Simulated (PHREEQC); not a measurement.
HCl is added in steps, without added water, to 1 kg of water holding 27 mmol/kgw Rb2SO4, at 20 °C. O2 is buffered at 0.21 atm. CO2 is held at log p = -3.4 (atm). Nothing may precipitate in this run.

Base run: PHREEQC, ion-association model, wateq4f.dat. Each further column changes one thing. The table gives HCO3- (mol/kgw).

| HCl added (mol) | base | Davies equation for every ion | metal-ligand complexes left out | all activity coefficients set to 1 | Debye-Hückel limiting law |
|---|---|---|---|---|---|
| 0 | 4.39e-6 | 4.46e-6 | 4.39e-6 | 4.66e-6 | 4.51e-6 |
| 0.001125 | 1.70e-8 | 1.75e-8 | 1.70e-8 | 1.89e-8 | 1.80e-8 |
| 0.002063 | 9.18e-9 | 9.47e-9 | 9.18e-9 | 1.01e-8 | 9.79e-9 |
| 0.003187 | 5.88e-9 | 6.07e-9 | 5.88e-9 | 6.43e-9 | 6.30e-9 |
| 0.004313 | 4.30e-9 | 4.44e-9 | 4.30e-9 | 4.65e-9 | 4.63e-9 |
| 0.005437 | 3.38e-9 | 3.49e-9 | 3.38e-9 | 3.62e-9 | 3.65e-9 |
| 0.006375 | 2.86e-9 | 2.95e-9 | 2.86e-9 | 3.03e-9 | 3.10e-9 |
| 0.0075 | 2.41e-9 | 2.49e-9 | 2.41e-9 | 2.52e-9 | 2.62e-9 |
